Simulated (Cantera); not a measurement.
Input: 1 mol SiC, 0.002 mol O2, 160 mol H2, at 1.10 bar.

These are equilibrium values from Cantera (NASA tables, ideal gas, pure condensed phases), not measurements of a reactor. Candidate condensed phases: C, C6H6, C7H8, C8H18, H2O, Si, SiC, SiO2; 123 gas species. Mutual solubility and eutectic melting of coexisting phases are not modelled. The tables hold silica as quartz up to 1696 K and as liquid above; real silica turns to tridymite and cristobalite and melts near 1996 K. Gases not in the tables: Si2H6 and higher silanes. Rates play no part.

Question: What share of the Si ends up in condensed phases as a function of T (K), at 975, 1125, 1275, 1425, 1575, 1725, 1875, 2025, 2175?

Answer: 
```json
[
 {"T (K)": "975", "Si condensed (%)": "100.0", "as": "Si(s) + SiC(s) + SiO2(β-quartz)"},
 {"T (K)": "1125", "Si condensed (%)": "100.0", "as": "Si(s) + SiC(s) + SiO2(β-quartz)"},
 {"T (K)": "1275", "Si condensed (%)": "99.9", "as": "Si(s) + SiC(s) + SiO2(β-quartz)"},
 {"T (K)": "1425", "Si condensed (%)": "99.6", "as": "SiC(s)"},
 {"T (K)": "1575", "Si condensed (%)": "99.6", "as": "SiC(s)"},
 {"T (K)": "1725", "Si condensed (%)": "99.5", "as": "SiC(s)"},
 {"T (K)": "1875", "Si condensed (%)": "99.2", "as": "SiC(s)"},
 {"T (K)": "2025", "Si condensed (%)": "98.3", "as": "SiC(s)"},
 {"T (K)": "2175", "Si condensed (%)": "94.9", "as": "SiC(s)"}
]
```
